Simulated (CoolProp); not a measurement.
Vapour-liquid equilibrium of hydrogen sulfide (1) + propane (2) at 235.5 K; x and y are mole fractions of (1).

The numbers come from the multi-fluid Helmholtz-energy mixture model, Lemmon 2006 and Lemmon 2009; pair parameters Kunz 2012 in CoolProp.

```
x     bubble pressure (MPa)  y at the bubble point  dew pressure at overall composition x (MPa)  liquid density (mol/L)
----  ---------------------  ---------------------  -------------------------------------------  ----------------------
0.05                 0.1617                  0.266                                       0.1287                   13.32
0.15                 0.2177                  0.493                                       0.1422                   13.94
0.25                 0.2531                  0.593                                       0.1587                   14.71
0.35                 0.2753                  0.650                                       0.1791                       …
0.45                 0.2891                      …                                       0.2047                   16.76
0.55                 0.2979                  0.716                                       0.2370                   18.07
0.65                 0.3035                      …                                       0.2753                   19.61
0.75                      …                  0.775                                       0.3045                   21.37
0.85                      …                  0.822                                            …                   23.35
0.95                      …                      …                                       0.2905                   25.52
```

Task: Fill in the missing entries.

Result: 
- 0.35, liquid density (mol/L): 15.64
- 0.45, y at the bubble point: 0.688
- 0.65, y at the bubble point: 0.743
- 0.75, bubble pressure (MPa): 0.3066
- 0.85, bubble pressure (MPa): 0.3060
- 0.85, dew pressure at overall composition x (MPa): 0.3037
- 0.95, bubble pressure (MPa): 0.2958
- 0.95, y at the bubble point: 0.914

y crosses x between x = 0.75 and 0.85: the model has an azeotrope there.

Pair parameters are fitted to limited data, so mixtures are less certain than the pure fluids. With so large a gap from Raoult's law the liquid may split in two, which this calculation doesn't test in full.
